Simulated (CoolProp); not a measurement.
Vapour-liquid equilibrium of diethyl ether (1) + benzene (2) at 326.2 K; x and y are mole fractions of (1).

Values from CoolProp's multi-fluid Helmholtz-energy mixture model, Thol 2014 and Thol 2012; pair parameters Bell 2016.

| x | bubble pressure (MPa) | y at the bubble point | dew pressure at overall composition x (MPa) | liquid density (mol/L) |
|---|---|---|---|---|
| 0.05 | 0.04781 | 0.190 | 0.04228 | 10.71 |
| 0.125 | 0.05855 | 0.387 | 0.04507 | 10.58 |
| 0.2 | 0.06926 | 0.523 | 0.04825 | 10.46 |
| 0.275 | 0.07998 | 0.623 | 0.05191 | 10.33 |
| 0.35 | 0.09074 | 0.700 | 0.05617 | 10.21 |
| 0.425 | 0.1016 | 0.761 | 0.06119 | 10.08 |
| 0.5 | 0.1125 | 0.811 | 0.06717 | 9.955 |
| 0.575 | 0.1235 | 0.853 | 0.07444 | 9.829 |
| 0.65 | 0.1346 | 0.888 | 0.08343 | 9.702 |
| 0.725 | 0.1458 | 0.918 | 0.09485 | 9.574 |
| 0.8 | 0.1571 | 0.944 | 0.1098 | 9.446 |
| 0.875 | 0.1685 | 0.967 | 0.1302 | 9.315 |
| 0.95 | 0.1800 | 0.988 | 0.1597 | 9.183 |

No azeotrope shows between x = 0.05 and 0.95.

The pair parameters rest on a limited set of measurements; away from them the model extrapolates.
